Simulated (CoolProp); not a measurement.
Saturation properties of propane.

Values from CoolProp's reference Helmholtz-energy equation of state, Lemmon 2009.

```json
[
 {"T (°C)": "17.85", "p (MPa)": "0.7901", "vapour density (kg/m³)": "17.08", "liquid cp (kJ/(kg K))": "2.645", "surface tension (mN/m)": "7.89", "liquid viscosity (µPa s)": "105", "liquid conductivity (mW/(m K))": "97.3"},
 {"T (°C)": "21.95", "p (MPa)": "0.8802", "vapour density (kg/m³)": "19.04", "liquid cp (kJ/(kg K))": "2.686", "surface tension (mN/m)": "7.39", "liquid viscosity (µPa s)": "100", "liquid conductivity (mW/(m K))": "95.3"},
 {"T (°C)": "26.05", "p (MPa)": "0.9778", "vapour density (kg/m³)": "21.19", "liquid cp (kJ/(kg K))": "2.731", "surface tension (mN/m)": "6.90", "liquid viscosity (µPa s)": "96.1", "liquid conductivity (mW/(m K))": "93.4"},
 {"T (°C)": "30.15", "p (MPa)": "1.083", "vapour density (kg/m³)": "23.54", "liquid cp (kJ/(kg K))": "2.779", "surface tension (mN/m)": "6.41", "liquid viscosity (µPa s)": "92.0", "liquid conductivity (mW/(m K))": "91.5"},
 {"T (°C)": "34.25", "p (MPa)": "1.196", "vapour density (kg/m³)": "26.12", "liquid cp (kJ/(kg K))": "2.831", "surface tension (mN/m)": "5.93", "liquid viscosity (µPa s)": "88.1", "liquid conductivity (mW/(m K))": "89.6"},
 {"T (°C)": "38.35", "p (MPa)": "1.318", "vapour density (kg/m³)": "28.95", "liquid cp (kJ/(kg K))": "2.888", "surface tension (mN/m)": "5.45", "liquid viscosity (µPa s)": "84.3", "liquid conductivity (mW/(m K))": "87.8"},
 {"T (°C)": "42.35", "p (MPa)": "1.445", "vapour density (kg/m³)": "31.98", "liquid cp (kJ/(kg K))": "2.950", "surface tension (mN/m)": "4.99", "liquid viscosity (µPa s)": "80.7", "liquid conductivity (mW/(m K))": "86.0"},
 {"T (°C)": "46.45", "p (MPa)": "1.585", "vapour density (kg/m³)": "35.39", "liquid cp (kJ/(kg K))": "3.021", "surface tension (mN/m)": "4.53", "liquid viscosity (µPa s)": "77.1", "liquid conductivity (mW/(m K))": "84.2"},
 {"T (°C)": "50.55", "p (MPa)": "1.734", "vapour density (kg/m³)": "39.16", "liquid cp (kJ/(kg K))": "3.101", "surface tension (mN/m)": "4.08", "liquid viscosity (µPa s)": "73.6", "liquid conductivity (mW/(m K))": "82.5"},
 {"T (°C)": "54.65", "p (MPa)": "1.893", "vapour density (kg/m³)": "43.33", "liquid cp (kJ/(kg K))": "3.193", "surface tension (mN/m)": "3.64", "liquid viscosity (µPa s)": "70.1", "liquid conductivity (mW/(m K))": "80.7"},
 {"T (°C)": "58.75", "p (MPa)": "2.063", "vapour density (kg/m³)": "47.97", "liquid cp (kJ/(kg K))": "3.301", "surface tension (mN/m)": "3.21", "liquid viscosity (µPa s)": "66.7", "liquid conductivity (mW/(m K))": "79.0"}
]
```

It boils at -42.1 °C under 1 atm.

Viscosity comes from a separate model (Vogel 1998). Thermal conductivity comes from a separate model (Marsh 2002). Surface tension comes from a separate correlation (Mulero 2012).
